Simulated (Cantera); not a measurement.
**Diamond growth**

A diamond (100) surface in a fixed gas of H2 with x(CH4) = 0.0083, x(H) = 0.0015, x(CH3) = 0.00041, 0.0860 bar; coverages are run to steady state.

Model: the Harris–Goodwin 1993 mechanism for the reconstructed diamond (100) surface, integrated in Cantera.

| T (K) | growth (µm/h) | θ c6HH | θ c6H* | θ c6*H | θ c6** | θ c6HM |
|---|---|---|---|---|---|---|
| 900 | 8.39 | 0.543 | 0.00816 | 0.228 | 0.00315 | 0.175 |
| 950 | 11.3 | 0.526 | 0.0114 | 0.271 | 0.00495 | 0.143 |
| 1000 | 14.1 | 0.508 | 0.0154 | 0.314 | 0.00737 | 0.113 |
| 1050 | 15.7 | 0.493 | 0.0200 | 0.358 | 0.0105 | 0.0822 |
| 1100 | 14.4 | 0.480 | 0.0254 | 0.402 | 0.0144 | 0.0506 |
| 1150 | 10.6 | 0.466 | 0.0312 | 0.443 | 0.0188 | 0.0248 |
| 1200 | 7.19 | 0.448 | 0.0369 | 0.473 | 0.0234 | 0.0102 |
| 1250 | 5.33 | 0.427 | 0.0423 | 0.493 | 0.0278 | 0.00388 |
| 1300 | 4.64 | 0.409 | 0.0474 | 0.506 | 0.0319 | 0.00145 |
| 1350 | 4.35 | 0.394 | 0.0522 | 0.514 | 0.0357 | 0.000547 |
| 1400 | 3.72 | 0.382 | 0.0567 | 0.519 | 0.0391 | 0.000207 |
θ: site fractions in the mechanism's names (c6HH fully hydrogenated, c6H* and c6*H radical sites, c6** diradical, c6HM methylated).
